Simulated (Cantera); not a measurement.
Feed: 1 mol toluene, 0.024 mol CO2, 0.31 mol N2, 0.016 mol NH3, held at 0.133 bar.

These are equilibrium values from Cantera (NASA tables, ideal gas, pure condensed phases), not measurements of a reactor. Candidate condensed phases: C, C6H6, C7H8, C8H18, H2O; 169 gas species. Ions and electrons are included (thermal ionisation). The numbers say what is thermodynamically allowed, not how fast it happens.

Task: What share of the C ends up in condensed phases as a function of T (°C), at 2727, 3227, 3727, 4227, 4727?

Result: 
```json
[
 {"T (°C)": "2727", "C condensed (%)": "89.9", "as": "C(graphite)"},
 {"T (°C)": "3227", "C condensed (%)": "0.0", "as": "-"},
 {"T (°C)": "3727", "C condensed (%)": "0.0", "as": "-"},
 {"T (°C)": "4227", "C condensed (%)": "0.0", "as": "-"},
 {"T (°C)": "4727", "C condensed (%)": "0.0", "as": "-"}
]
```
